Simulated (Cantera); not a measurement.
Feed: 1 mol CH₄, 0.06 mol NH₃, 0.14 mol CO₂, at 2052 °C and 0.133 bar.

Equilibrium computed with Cantera from the NASA thermochemical tables; the gas is ideal and each condensed phase is pure. Candidate condensed phases: C, C₆H₆, C₇H₈, C₈H₁₈, H₂O; 136 gas species. The numbers say what is thermodynamically allowed, not how fast it happens.

Base state: H₂ 0.839, CO 0.115, H 0.0276, N₂ 0.0101, C₂H₂ (acetylene) 0.00410, HCN 0.00407, HNC 0.000383, CH₄ 1.91e-5 (mole fractions); condensed: C(graphite).

Q: What changes in the equilibrium state with this change: CO₂ from 0.14 to 5.8 mol?

A: 
```tsv
species	before	after
CO	0.115	0.417
CO₂	1.21e-8	0.340
H₂O	5.00e-7	0.187
H₂	0.839	0.0403
H	0.0276	0.00605
N₂	0.0101	0.00330
C₂H₂ (acetylene)	0.00410	<1e-9
HCN	0.00407	<1e-9
OH	2.74e-9	0.00468
O₂	<1e-9	0.000923
O	<1e-9	0.000477
C(graphite), mol	0.829	0
```
